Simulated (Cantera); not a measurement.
Charge: 1 mol CH₃SiH₃, 0.005 mol C₂H₂, 270 mol H₂, equilibrated at 1.33 mbar.

Method: chemical equilibrium by Gibbs-energy minimisation in Cantera with the NASA 1993 tables (ideal gas, pure condensed phases). Candidate condensed phases: C, C₆H₆, C₇H₈, C₈H₁₈, Si, SiC; 87 gas species. The feed counts by its element totals alone. The numbers say what is thermodynamically allowed, not how fast it happens.

x: gas mole fraction; n: condensed amount in mol.

```
T (K)   x H₂       x H      x Si  x C₂H₂ (acetylene)    x SiC₂  x C₂H       x C  n C(graphite)  n SiC(s)
-----  -----  --------  --------  ------------------  --------  -----  --------  -------------  --------
1548   0.999  0.000843   2.08e-7             1.57e-5  5.42e-10    ___    <1e-12       0.000744     1.000
1648   0.998   0.00244   3.59e-6             1.97e-5   8.72e-9    ___  1.51e-12              0     0.999
1748   0.994   0.00624   3.58e-5             3.71e-5   1.26e-7    ___  2.62e-11              0     0.989
1848   0.985    0.0144  0.000201            0.000123   1.87e-6    ___  4.59e-10              0     0.940
1948   0.968    0.0305  0.000844            0.000450   2.35e-5    ___   6.71e-9              0     0.741
2048   0.936    0.0593   0.00313            0.000982  0.000161    ___   6.27e-8          0.338         0
2148   0.888     0.108   0.00312             0.00150  0.000216    ___   4.18e-7              0         0
2248   0.814     0.181   0.00307             0.00146  0.000191    ___   1.94e-6              0         0
2348   0.710     0.285   0.00292             0.00137  0.000167    ___   7.99e-6              0         0
2448   0.580     0.415   0.00272             0.00121  0.000146    ___   2.95e-5              0         0
2548   0.437     0.560   0.00249            0.000961  0.000123    ___   9.74e-5              0         0
```

Task: What belongs in the gaps?

Result: 
- 1548, x C₂H: 3.32e-11
- 1648, x C₂H: 2.08e-10
- 1748, x C₂H: 1.62e-9
- 1848, x C₂H: 1.93e-8
- 1948, x C₂H: 2.21e-7
- 2048, x C₂H: 1.37e-6
- 2148, x C₂H: 5.44e-6
- 2248, x C₂H: 1.29e-5
- 2348, x C₂H: 2.79e-5
- 2448, x C₂H: 5.54e-5
- 2548, x C₂H: 9.77e-5
